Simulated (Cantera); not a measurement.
# Boron, boron nitride and boron oxide: B + H₂O + N₂ + H₂

Input: 1 mol B, 0.14 mol H₂O, 3.3 mol N₂, 30 mol H₂, held at 13.3 mbar.

Cantera equilibrium calculation (NASA polynomials, part measured and part estimated; ideal gas, pure solids and liquids). Candidate condensed phases: B, BN, B₂O₃, B₃O₃H₃, H₂O; 39 gas species. N₂ is the only nitrogen source here; it is nearly inert below about 1500 K, so the nitride shown seldom forms there in practice. Mutual solubility and eutectic melting of coexisting phases are not modelled. The tables' values for BH₂ are old estimates; treat these amounts as uncertain. Equilibrium is a limit: real reactors are often held back by kinetics, nucleation or transport.

From 775 °C to 975 °C the condensed part is BN(s) + B₂O₃(l). From 1175 °C to 1775 °C the condensed part is BN(s). At 1975 °C the condensed part is B(s). The main B-bearing gas is HBO₂ at 775 °C and HBO at 1975 °C. The share of B in condensed phases is highest at 775 °C (99.9 %) and lowest at 1975 °C (79.5 %).

```csv
T (°C),log p H₂,log p N₂,log p H,log p HBO,log p BO,log p BH₂,n BN(s),n B₂O₃(l),n B(s)
775,-1.91,-2.94,-9.07,-8.64,<-13,<-13,0.927,0.0363,0
975,-1.91,-2.94,-7.29,-6.31,-10.09,-12.71,0.929,0.0282,0
1175,-1.92,-2.94,-5.99,-4.88,-7.51,-10.14,0.919,0,0
1375,-1.92,-2.94,-5.01,-4.35,-6.11,-8.20,0.872,0,0
1575,-1.92,-2.94,-4.23,-4.30,-5.39,-6.69,0.860,0,0
1775,-1.93,-2.94,-3.61,-4.37,-4.91,-5.48,0.851,0,0
1975,-1.95,-2.90,-3.11,-4.53,-4.62,-4.73,0,0,0.795
```
log p: log10 of the partial pressure in bar; n: condensed amount in mol.
